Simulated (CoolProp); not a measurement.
Methane at 372.55 K and 14.3 MPa flows at 21 m/s in a round tube of 2 mm bore and 1.5 µm roughness, fully developed (64/Re and Nu = 3.66 if laminar; Colebrook and Gnielinski if turbulent). Each further row changes one setting.

Model: reference Helmholtz-energy equation of state, Setzmann 1991, in CoolProp.

| case | Reynolds number | Darcy friction factor | pressure drop (Pa/m) | heat-transfer coefficient (W/(m² K)) | mass flow (kg/h) |
|---|---|---|---|---|---|
| as stated | 202000 | 0.0200 | … | … | … |
| velocity 42 m/s | 404000 | … | … | 24700 | 37.2 |
| diameter 4 mm | 404000 | 0.0171 | … | … | 74.5 |

Complete the blanks.


- as stated, pressure drop (Pa/m): 173000
- as stated, heat-transfer coefficient (W/(m² K)): 12800
- as stated, mass flow (kg/h): 18.6
- velocity 42 m/s, Darcy friction factor: 0.0192
- velocity 42 m/s, pressure drop (Pa/m): 665000
- diameter 4 mm, pressure drop (Pa/m): 73800
- diameter 4 mm, heat-transfer coefficient (W/(m² K)): 10900

Viscosity comes from a separate model (Quiñones-Cisneros 2006). Thermal conductivity comes from a separate model (Friend 1989).
